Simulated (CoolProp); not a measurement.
Properties of R1224YDZ at several states.

Computed with CoolProp (reference Helmholtz-energy equation of state, Akasaka 2023).

```
T (K)  p (kPa)   phase          Z  cp (kJ/(kg K))  speed of sound (m/s)  isothermal compressibility (1/MPa)  expansivity (1/kK)
-----  -------  ------  ---------  --------------  --------------------  ----------------------------------  ------------------
388      15800  liquid     0.6124           1.254                 470.9                            0.005135               2.265
364       30.8     gas     0.9943          0.8712                 146.9                               32.65               2.804
239.3     18.6  liquid  0.0009187           1.052                 848.0                            0.001312               1.613
188.2     32.7  liquid   0.001900           1.011                  1071                           0.0007758               1.457
```
